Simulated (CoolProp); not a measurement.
n-perfluorohexane along the isobar 8.18 MPa: density (kg/m³) from the reference equation and from simpler models built on Tc = 174.9 °C, pc = 1.742 MPa, ω = 0.497; each cubic takes its own stable root.

Values from CoolProp's reference Helmholtz-energy equation of state, Gao 2022.

| T (°C) | phase | reference |
|---|---|---|
| 64.25 | liquid | 1606 |
| 72.35 | liquid | 1583 |
| 80.35 | liquid | 1561 |
| 88.35 | liquid | 1538 |
| 96.45 | liquid | 1515 |
| 104.45 | liquid | 1492 |
| 112.55 | liquid | 1467 |
| 120.55 | liquid | 1443 |
| 128.65 | liquid | 1418 |
| 136.65 | liquid | 1392 |
| 144.65 | liquid | 1366 |
| 152.75 | liquid | 1339 |
| 160.75 | liquid | 1312 |
| 168.85 | liquid | 1283 |
| 176.85 | supercritical | 1255 |

Task: How far does each simpler model (van der Waals, Redlich-Kwong, Peng-Robinson) lie from the reference over these 15 states: mean and median of the absolute difference, and the worst?

Result: 
- van der Waals: mean 35.6 %, median 35.9 %, worst -38.8 % at 64.25 °C and 8.18 MPa
- Redlich-Kwong: mean 14.1 %, median 14.3 %, worst -15.1 % at 64.25 °C and 8.18 MPa
- Peng-Robinson: mean 1.0 %, median 0.6 %, worst -2.7 % at 176.85 °C and 8.18 MPa
